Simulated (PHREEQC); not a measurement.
Consider water at 20 °C with 0.0047 mol/kgw NaOH, 0.0012 mol/kgw Na2SiO3 and 0.0037 mol/kgw (CH3)4NCl. Closed to the air; pH follows from the charge balance.

All values are PHREEQC results (ion-association model, phreeqc.dat), not measurements.

Task: The ionic strength comes out as 0.0109 mol/kgw. What activity coefficients do Cl-, H3SiO4-, H2SiO4-2, Na+, OH- get?

Result: Cl- 0.90, H3SiO4- 0.90, H2SiO4-2 0.66, Na+ 0.90, OH- 0.90.

No solid was allowed to form. (CH3)4N+ isn't in the database: it is added as a free cation with an ion size of 4 Å.
